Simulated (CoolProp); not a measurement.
A simple Rankine cycle with n-pentane: condensing at 289.15 K, boiler at 0.673 MPa, turbine inlet 380.8 K, turbine efficiency 0.7, pump efficiency 0.6, no recuperator. Each further row changes one setting.

The numbers come from the reference Helmholtz-energy equation of state, Thol 2019 in CoolProp.

```csv
case,thermal efficiency (%),net work (kJ/kg),heat in (kJ/kg),turbine exit temperature (K),volume ratio over the turbine
as stated,13.0,67.2,518,333.4,14.3
turbine inlet 400.8 K,12.8,72.3,563,354.7,14.0
condensing temperature 281.15 K,14.1,___,536,328.6,19.7
boiler pressure 0.471 MPa,___,60.5,526,341.8,9.65
turbine efficiency 0.6,11.1,___,518,338.8,14.6
```

Q: Fill in the missing entries.

A: 
- condensing temperature 281.15 K, net work (kJ/kg): 75.3
- boiler pressure 0.471 MPa, thermal efficiency (%): 11.5
- turbine efficiency 0.6, net work (kJ/kg): 57.3
